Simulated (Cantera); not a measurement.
Input (Python, Cantera) and output of one run.

```python
import numpy as np
import cantera as ct

gas_names = """
    B BH BH2 BH3 BO BO2 B2 B2O B2O2 B2O3 B3O3H3 H HBO HBO2 HO2 H2 H2O H2O2 H3B3O6 O OH O2 O3
""".split()
cond_names = """
    B(b) B(L) B2O3(L) B3O3H3(cr) H2O(s) H2O(L)
""".split()


# ... load() reads the species with a 1 bar reference pressure and builds the phases ...
atoms = {
    'B2O3': {'B': 2, 'O': 3},
    'H2': {'H': 2},
}
top_T = {}  # K; cautious upper limits of use, not melting points


# ... equilibrate(T, P, feed) seeds the gas with the atoms and calls Mixture.equilibrate('TP', solver="vcs", rtol=1e-11, max_steps=5000) ...
results = []
feed = {'B2O3': 1, 'H2': 200}  # mol
P = 133.322  # Pa
for T in [848, 998, 1148, 1298, 1448, 1598, 1748, 1898, 2048]:
    mix = equilibrate(T, P, feed)
    results.append((T, P, feed, dict(zip(mix.species_names, mix.species_moles))))

top = {s: max(r[3][s] / sum(r[3][g] for g in gas_names) for r in results) for s in gas_names}
cols = sorted((s for s in top if top[s] > 0.0001), key=lambda s: -top[s])[:8]
seen = [c for c in cond_names if any(r[3].get(c, 0) > 1e-12 for r in results)]
print("log10 of partial pressures in bar; condensed amounts in mol")
print(f"{'T/K':>10s}" + "".join(f"{s[:9]:>10s}" for s in cols + seen))
for T, P, feed, n in results:
    ng = sum(n[g] for g in gas_names)
    print(f"{T:10.4g}" + "".join(f"{np.log10(max(n[s] / ng * P / 1e5, 1e-99)):10.3f}" for s in cols)
          + "".join(f"{n.get(c, 0):10.4g}" for c in seen))
```

It prints:

```
log10 of partial pressures in bar; condensed amounts in mol
       T/K        H2         H       HBO      HBO2        BO       H2O      B2O3      B2O2   B2O3(L)
       848    -2.875   -12.158   -10.585   -11.144   -17.812    -9.834   -15.227   -16.031         1
       998    -2.875   -10.105    -8.433    -8.951   -13.813    -8.702   -11.517   -12.216    0.9995
      1148    -2.875    -8.582    -6.985    -7.232   -11.004    -7.629    -8.810    -9.677    0.9874
      1298    -2.876    -7.408    -5.865    -5.948    -8.838    -6.852    -6.754    -7.706    0.7833
      1448    -2.879    -6.475    -5.284    -5.331    -7.429    -6.334    -5.824    -6.752         0
      1598    -2.880    -5.714    -5.219    -5.336    -6.696    -6.012    -5.983    -6.794         0
      1748    -2.882    -5.082    -5.182    -5.376    -6.106    -5.767    -6.163    -6.859         0
      1898    -2.889    -4.552    -5.194    -5.459    -5.651    -5.573    -6.401    -6.993         0
      2048    -2.907    -4.104    -5.279    -5.612    -5.333    -5.425    -6.748    -7.245         0
```

These are equilibrium values from Cantera (NASA tables, ideal gas, pure condensed phases), not measurements of a reactor.
